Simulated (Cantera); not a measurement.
A Cantera script and what it prints.

```python
import numpy as np
import cantera as ct

gas_names = """
    CL CLO CL2 H HCL HNO HNO2 HNO3 HOCL HO2 H2 H2O H2O2 N NH NH2 NH3 NH2OH NO NO2 NO3 N2 N2H2 N2H4 N2O O
    OH O2 O3 Si SiCL SiCL2 SiCL3 SiCL4 SiH SiHCL3 SiH2 SiH2CL2 SiH3 SiH3CL SiH4 SiN SiO SiO2 Si2 Si2N
    Si3
""".split()
cond_names = """
    H2O(s) H2O(L) NH4CL(a) NH4CL(b) Si(cr) Si(L) SiO2(Lqz) SiO2(hqz) SiO2(L) Si2N2O(s) Si3N4(a)
""".split()


def load(file, names, dense=False):
    # The tables refer to 1 bar. Condensed volumes are neglected.
    table = {s.name: s for s in ct.Species.list_from_file(file)}
    out = []
    for n in names:
        d = dict(table[n].input_data)
        d["thermo"] = dict(d["thermo"], **{"reference-pressure": 1e5})
        if dense:
            d["equation-of-state"] = {"model": "constant-volume", "density": "1e6 g/cm^3"}
        out.append(ct.Species.from_dict(d))
    return out


gas = ct.Solution(thermo="ideal-gas", species=load("nasa_gas.yaml", gas_names))
cond = {s.name: ct.Solution(thermo="fixed-stoichiometry", species=[s], name=s.name)
        for s in load("nasa_condensed.yaml", cond_names, dense=True)}
atoms = {
    'SiO2': {'Si': 1, 'O': 2},
    'HCl': {'H': 1, 'CL': 1},
    'N2': {'N': 2},
}
top_T = {'Si2N2O(s)': 2100, 'Si3N4(a)': 2400}  # K; cautious upper limits of use, not melting points


def equilibrate(T, P, feed):
    n = {}
    for name, mol in feed.items():
        for a, k in atoms[name].items():
            n[a] = n.get(a, 0.0) + k * mol
    gas.TPX = T, P, n
    mass = sum(n.values()) * gas.mean_molecular_weight
    gas.equilibrate("TP")
    valid = [c for c in cond.values() if c.min_temp <= T <= top_T.get(c.name, c.max_temp)]
    mix = ct.Mixture([(gas, mass / gas.mean_molecular_weight)] + [(c, 0.0) for c in valid])
    mix.T, mix.P = T, P
    mix.equilibrate("TP", solver="vcs", rtol=1e-11, max_steps=5000)
    return mix


results = []
feed = {'SiO2': 1, 'HCl': 27, 'N2': 40}  # mol
T = 998.15  # K
P = 2.3  # Pa
mix = equilibrate(T, P, feed)
results.append((T, P, feed, dict(zip(mix.species_names, mix.species_moles))))
print(gas.report(threshold=0.001))
for i in range(1, mix.n_phases):
    print(f"{mix.phase(i).name:16s} {mix.phase_moles(i):12.5e} mol")
```

Result:

```
       temperature   998.15 K
          pressure   2.3 Pa
           density   8.7067e-06 kg/m^3
  mean mol. weight   31.416 kg/kmol
   phase of matter   gas

                          1 kg             1 kmol
                     ---------------   ---------------
          enthalpy       -5.0785e+05       -1.5955e+07  J
   internal energy       -7.7201e+05       -2.4254e+07  J
           entropy             10198         3.204e+05  J/K
    Gibbs function       -1.0687e+07       -3.3576e+08  J
 heat capacity c_p            1026.5             32248  J/K
 heat capacity c_v            761.83             23934  J/K

                      mass frac. Y      mole frac. X     chem. pot. / RT
                     ---------------   ---------------   ---------------
               HCL            0.4676           0.40294           -46.985
                N2           0.53235             0.597           -36.053
     [  +45 minor]        5.0758e-05        6.0625e-05

Si(cr)            0.00000e+00 mol
SiO2(hqz)         9.99942e-01 mol
Si2N2O(s)         0.00000e+00 mol
Si3N4(a)          0.00000e+00 mol
```

These are equilibrium values from Cantera (NASA tables, ideal gas, pure condensed phases), not measurements of a reactor.
